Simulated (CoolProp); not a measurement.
R141b at 298.15 K and 0.054 MPa is compressed adiabatically to 0.369 MPa with isentropic efficiency 0.85. Each further row changes one setting.

Computed with CoolProp (reference Helmholtz-energy equation of state, Lemmon 2006). It is a short technical equation, of lower accuracy than the large ones.

```
case             work (kJ/kg)  final temperature (K)  final density (kg/m³)
---------------  ------------  ---------------------  ---------------------
as stated                50.2                  366.9                   15.3
efficiency 1             42.7                  358.7                   15.8
efficiency 0.65          65.7                  383.8                   14.4
```
